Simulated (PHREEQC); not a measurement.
A solution holds 0.0042 mol PbCl2, 0.025 mol HNO3 and 0.25 mol Zn(NO3)2 per kg of water, at 75 °C. Closed to the air; pH follows from the charge balance.

Equilibrium calculation in PHREEQC: ion-association model, wateq4f.dat.

No solid was allowed to form.

Question: Order these Cl species by the share of Cl that they hold, largest first: PbCl+, Cl-, ZnCl2, ZnCl+.

Answer: Cl- (53 %), ZnCl+ (44 %), PbCl+ (2.1 %), ZnCl2 (0.14 %)

The pH is 1.74 and the ionic strength 0.775 mol/kgw. Ionic strength above about 0.7 mol/kgw puts this run outside the model's range. Constants without temperature data keep their 25 °C values here.
